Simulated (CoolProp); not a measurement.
Vapour-liquid equilibrium of R142b (1) + R113 (2) at 287.9 K; x and y are mole fractions of (1).

Model: multi-fluid Helmholtz-energy mixture model, Lemmon 2006 and Marx 1992; pair parameters Bell 2016, in CoolProp.

```csv
x,bubble pressure (bar),y at the bubble point,dew pressure at overall composition x (bar),liquid density (mol/L)
0.05,0.4396,0.358,0.3087,8.580
0.2,0.8360,0.706,0.3612,8.921
0.35,1.180,0.822,0.4350,9.288
0.5,1.484,0.884,0.5461,9.685
0.65,1.765,0.926,0.7314,10.12
0.8,2.041,0.959,1.095,10.59
0.95,2.331,0.990,1.963,11.12
```

No azeotrope shows between x = 0.05 and 0.95.

Pair parameters are fitted to limited data, so mixtures are less certain than the pure fluids.
